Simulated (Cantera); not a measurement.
Input: 1 mol SiO2, 460 mol H2, 29 mol N2, at 1500 °C and 0.00133 bar.

These are equilibrium values from Cantera (NASA tables, ideal gas, pure condensed phases), not measurements of a reactor. Candidate condensed phases: H2O, Si, SiO2, Si2N2O, Si3N4; 35 gas species. The numbers say what is thermodynamically allowed, not how fast it happens.

Base state: H2 0.929, N2 0.0590, H 0.00752, SiO 0.00203, H2O 0.00203 (mole fractions); condensed: gas only.

Q: What changes in the equilibrium state with this change: temperature from 1500 °C to 625 °C?

A: 
| species | before | after |
|---|---|---|
| H2 | 0.929 | 0.941 |
| N2 | 0.0590 | 0.0593 |
| H2O | 0.00203 | 3.39e-6 |
| H | 0.00752 | 2.92e-9 |
| SiO | 0.00203 | <1e-9 |
| SiO2(β-quartz), mol | 0 | 0.999 |
| Si2N2O(s), mol | 0 | 0.000553 |
N2 is the only nitrogen source here; it is nearly inert below about 1500 K, so the nitride shown seldom forms there in practice.
